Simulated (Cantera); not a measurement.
## Fe3O4 + HCl + O2 (chemical vapour transport)

Feed: 1 mol Fe3O4, 0.18 mol HCl, 0.15 mol O2, at 0.130 bar.

Method: chemical equilibrium by Gibbs-energy minimisation in Cantera with the NASA 1993 tables (ideal gas, pure condensed phases). Candidate condensed phases: Fe, FeCl2, FeCl3, FeO, Fe(OH)2, Fe(OH)3, Fe2O3, Fe3O4, H2O; 22 gas species. Mutual solubility and eutectic melting of coexisting phases are not modelled. Condensed phases not in the tables: FeOCl. The numbers say what is thermodynamically allowed, not how fast it happens.

```
T (K)  x HCl      x O2   x H2O  x FeCl2      x Cl   x FeCl3     x Cl2  n FeCl2(s)  n Fe2O3(s)  n Fe3O4(s)
-----  -----  --------  ------  -------  --------  --------  --------  ----------  ----------  ----------
723    0.570    <1e-12   0.430  3.40e-5  6.23e-11   9.82e-6  3.01e-10      0.0541       0.954       0.346
823    0.882    <1e-12   0.115  0.00160   1.46e-8  0.000954   1.13e-7      0.0181       0.918       0.382
923    0.926  1.98e-12  0.0414   0.0171   7.86e-7    0.0133   6.44e-6           0       0.902       0.396
1023   0.895  9.12e-10  0.0567   0.0312   1.00e-5    0.0156   4.44e-5           0       0.904       0.394
1123   0.860   1.32e-7  0.0744   0.0486   7.90e-5    0.0163  0.000202           0       0.907       0.391
1223   0.821   8.25e-6  0.0934   0.0678  0.000436    0.0160  0.000690           0       0.910       0.388
1323   0.781  0.000270   0.113   0.0872   0.00183    0.0151   0.00190           0       0.913       0.386
1423   0.734   0.00538   0.132    0.104   0.00620    0.0135   0.00437           0       0.908       0.388
1523   0.641    0.0718   0.142    0.109    0.0170    0.0105   0.00814           0       0.827       0.441
1623   0.346     0.449  0.0959   0.0702    0.0282   0.00353   0.00652           0           0       0.992
1723   0.308     0.449   0.112   0.0887    0.0351   0.00201   0.00342           0           0       0.990
```
x: gas mole fraction; n: condensed amount in mol.

From 723 K to 823 K the condensed part is FeCl2(s) + Fe2O3(s) + Fe3O4(s). From 923 K to 1523 K the condensed part is Fe2O3(s) + Fe3O4(s). From 1623 K to 1723 K the condensed part is Fe3O4(s). The main Fe-bearing gas is FeCl2 throughout.
